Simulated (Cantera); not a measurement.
Standard-state values (1 bar) from the NASA 1993 polynomials, evaluated with Cantera. Values are per mole of reaction as written; species without (g) are pure solids or liquids, kept so even where they would boil at 1 bar.

Problem. Between 300 and 725 K, where is each reaction favourable under standard conditions?
- CS2(g) → 2 S + C

Solution. 
- CS2(g) → 2 S + C: ΔG° is -67 kJ at 300 K and -4 kJ at 725 K; it stays negative (K > 1). ΔH° is -100 kJ and ΔS° -132 J/K at 725 K.
